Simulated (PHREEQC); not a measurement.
PHREEQC input (ion-association model, wateq4f.dat):

```
SOLUTION_MASTER_SPECIES
  An  An-  0  An  62.0  # stands for a non-complexing anion
SOLUTION_SPECIES
  An- = An-
    -log_k 0
    -gamma 3.0 0
PHASES
  Fix_H+
    H+ = H+
    -log_k 0
SOLUTION 1
  temp 25
  units mmol/kgw
  pH 7 charge
  Cl 1.34
  Ba 0.67
  Na 100
  An 100
END
SELECTED_OUTPUT 1
  -reset false
  -pH true
  -pe true
  -ionic_strength true
  -water true
  -totals Ba Cl Na
  -molalities Hfo_wOH Hfo_wOH2+ Hfo_wO- Hfo_sOH Hfo_sOH2+ Hfo_sO- Hfo_sOHBa+2 Hfo_wOBa+
  -saturation_indices Halite
USER_PUNCH 1
  -headings sigma psi
  10 PUNCH EDL("sigma", "Hfo"), EDL("psi", "Hfo")
PRINT
  -reset false
USE solution 1
SURFACE 1
  Hfo_wOH 0.0011236 600 0.5
  Hfo_sOH 2.80899e-05
EQUILIBRIUM_PHASES 1
  Fix_H+ -3 HAn 10
    -force_equality true
  O2(g) -0.68 10
END
# ... the last block is repeated for the other 12 points of pH, with NaOH or the acid as the point needs
```

Selected output (columns that matter, 9 of 13 rows; pH added in front):

```
pH	mu	Ba	Na	m_Hfo_wOH	m_Hfo_wOH2+	m_Hfo_wO-	m_Hfo_sOH	m_Hfo_sOH2+	m_Hfo_sO-	m_Hfo_sOHBa+2	m_Hfo_wOBa+	si_Halite	sigma	psi
3	0.10379	0.00067	0.1	2.1033e-05	0.0011026	9.192e-09	5.2582e-07	2.7564e-05	2.298e-10	2.7296e-10	8.8851e-16	-5.6809	0.36349	0.15206
4	0.10263	0.00067	0.1	0.00014744	0.00097565	5.1045e-07	3.6856e-06	2.4388e-05	1.276e-08	3.0598e-09	7.8909e-14	-5.6801	0.32149	0.14608
4.5	0.10247	0.00066999	0.1	0.00028917	0.00083213	2.302e-06	7.2263e-06	2.0795e-05	5.7528e-08	1.1351e-08	6.7334e-13	-5.6799	0.27359	0.13789
5	0.10236	0.00066995	0.1	0.00045499	0.00066144	7.1697e-06	1.1356e-05	1.6509e-05	1.7895e-07	4.5541e-08	5.354e-12	-5.6799	0.21573	0.12585
6	0.10218	0.00066912	0.1	0.00072038	0.0003712	3.2027e-05	1.7446e-05	8.9897e-06	7.7564e-07	8.7835e-07	3.0025e-10	-5.6797	0.1123	0.093346
7	0.10205	0.00065756	0.1	0.00084198	0.00020067	8.0935e-05	1.1737e-05	2.7972e-06	1.1282e-06	1.2428e-05	1.5958e-08	-5.6796	0.047047	0.053999
7.5	0.10198	0.00064722	0.1	0.00086074	0.00014827	0.00011447	4.1606e-06	7.1672e-07	5.5331e-07	2.2659e-05	1.1608e-07	-5.6796	0.02554	0.032761
8	0.10197	0.0006421	0.10003	0.00086025	0.00011488	0.00014757	8.3164e-07	1.1106e-07	1.4267e-07	2.7005e-05	8.923e-07	-5.6794	0.0071326	0.0097243
9	0.10199	0.00059968	0.10024	0.0007824	5.8271e-05	0.00024066	2.9738e-08	2.2148e-09	9.1472e-09	2.8049e-05	4.2267e-05	-5.6786	-0.027028	-0.03443
```

The oxide is taken as insoluble; below pH 4 it would dissolve.
